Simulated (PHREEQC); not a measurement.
Solution (59 °C): 3.2 mmol/kgw Cu(BF4)2 and 59 mmol/kgw KCl. Closed to the air; pH follows from the charge balance.

Computed with PHREEQC (ion-association model, wateq4f.dat).

Each row changes one thing in this solution. Precipitation was switched off in this run.

```tsv
case	pH	ionic strength (mol/kgw)	HF (mol/kgw)	F- (mol/kgw)	HF2- (mol/kgw)	H2F2 (mol/kgw)
as made	3.04	0.0681	0.00518	0.00260	6.02e-5	1.93e-5
temperature from 59 to 5 °C	…	0.0697	0.00219	0.00225	1.57e-5	2.53e-5
temperature from 59 to 65 °C	3.07	0.0678	0.00568	0.00266	6.76e-5	…
KCl from 0.059 to 0.0531 mol/kgw	3.05	0.0623	0.00520	0.00259	6.01e-5	1.94e-5
KCl replaced by CuCl2 at the same molality	2.95	…	0.00511	0.00230	5.35e-5	1.92e-5
Cu(BF4)2 replaced by KHF2 at the same molality	3.46	0.0626	0.00273	0.00357	…	5.38e-6
```

Question: What belongs in the gaps?

Answer: 
- temperature from 59 to 5 °C, pH: 2.93
- temperature from 59 to 65 °C, H2F2 (mol/kgw): 1.82e-5
- KCl replaced by CuCl2 at the same molality, ionic strength (mol/kgw): 0.150
- Cu(BF4)2 replaced by KHF2 at the same molality, HF2- (mol/kgw): 4.35e-5

Complexes and solids missing from the database can't appear. Away from 25 °C the constants follow the database's enthalpies or fits; those with neither stay at their 25 °C values. Real BF4- forms and hydrolyses slowly; the run takes it at equilibrium.
